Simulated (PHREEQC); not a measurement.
0.26 g of hydrous ferric oxide (600 m²/g; 0.2 weak and 0.005 strong sites per Fe, Dzombak-Morel constants, diffuse double layer) in 1 kg of water with 0.01 mol/kgw of an inert sodium salt and 3.8e-05 mol ZnSO4, at 25 °C; the pH is set by adding NaOH or the inert anion's acid. O2 is buffered at 0.21 atm. CO2 from the air is kept out. Nothing may precipitate in this run.

The series has 17 steps of pH, from 4 to 12.

Model: ion-association model, wateq4f.dat, run in PHREEQC.

Q: Near which pH is half of the S sorbed, and on which side is more sorbed?

A: Near pH 6.6, with more sorbed at lower pH.

Q: Near which pH is half of the Zn sorbed, and on which side is more sorbed?

A: Near pH 6.4, with more sorbed at higher pH.

Species that the database lacks are ignored.
